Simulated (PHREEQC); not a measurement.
Solution (89 °C): 4.2 mmol/kgw CuSO4, 0.35 mmol/kgw HBF4 and 0.38 mmol/kgw Na2SO4. It is in equilibrium with CO2 at log p = -3.4 (atm). Otherwise closed; pH follows from the charge balance.

Computed with PHREEQC (ion-association model, phreeqc.dat).

```json
[
 {"quantity": "pH", "before": "3.55", "after": "3.41"},
 {"quantity": "ionic strength (mol/kgw)", "before": "0.0137", "after": "0.00149"},
 {"quantity": "SO4-2 (mol/kgw)", "before": "0.00321", "after": "0.000322"},
 {"quantity": "HF (mol/kgw)", "before": "0.000769", "after": "0.000929"},
 {"quantity": "F- (mol/kgw)", "before": "0.000589", "after": "0.000463"},
 {"quantity": "HSO4- (mol/kgw)", "before": "0.000314", "after": "5.64e-5"}
]
```

Q: Which change was made?
(A) HBF4 from 0.00035 to 0.000385 mol/kgw
(B) CuSO4 from 0.0042 to 0.0084 mol/kgw
(C) CuSO4 left out
(D) temperature from 89 to 75 °C
(E) HBF4 replaced by HF at the same molality

A: C, CuSO4 left out

This is a speciation only: nothing precipitates in the calculation. Away from 25 °C the constants follow the database's enthalpies or fits; those with neither stay at their 25 °C values. Real BF4- forms and hydrolyses slowly; the run takes it at equilibrium.
